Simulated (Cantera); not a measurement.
Transport properties of process gases

Gas mixture: O₂ = 0.49 (molar parts), at 100.0 Torr, frozen composition.

Cantera's kinetic-theory transport with the Lennard-Jones parameters of GRI-Mech 3.0, ideal gas; thermal conductivity in the mixture-averaged form.

```csv
T (K),ρ (kg/m³),cp (J/kg/K),μ (µPa s),λ (mW/m/K),Pr,D (cm²/s) O,D (cm²/s) CO₂,D (cm²/s) N₂
400,0.128,941.4,25.6,33.9,0.713,4.13,2.01,2.62
600,0.0855,1003,34.1,48.2,0.709,8.23,4.11,5.25
800,0.0641,1055,41.4,61.4,0.710,13.3,6.74,8.53
1000,0.0513,1090,47.9,73.6,0.710,19.4,9.85,12.4
1200,0.0428,1114,54.0,84.9,0.708,26.2,13.4,16.8
1400,0.0366,1134,59.7,95.7,0.707,33.9,17.3,21.7
1600,0.0321,1151,65.1,106,0.707,42.3,21.7,27.1
1800,0.0285,1167,70.2,116,0.707,51.4,26.4,32.9
```
D: mixture-averaged diffusion coefficient of that species in the mixture.
